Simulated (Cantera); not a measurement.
A closed system holds: 1 mol Pb, 4.1 mol H₂, at 0.410 bar.

Method: chemical equilibrium by Gibbs-energy minimisation in Cantera with the NASA 1993 tables (ideal gas, pure condensed phases). Candidate condensed phases: Pb; 4 gas species. The numbers say what is thermodynamically allowed, not how fast it happens. All values below are at 1148 K.

Base state: H₂ 0.999, Pb 0.000683 (mole fractions); condensed: Pb(l).

What changes in the equilibrium state with this change: 0.19 mol Cl₂ added?


```
species       before     after
----------  --------  --------
H₂             0.999     0.915
HCl                0    0.0767
PbCl               0   0.00432
PbCl₂              0   0.00365
PbCl₄              0   1.09e-5
Pb          0.000683  0.000683
Pb(l), mol     0.997     0.963
```
The tables' values for PbCl₄ are old estimates; treat these amounts as uncertain. Further candidate phases: PbCl₂.
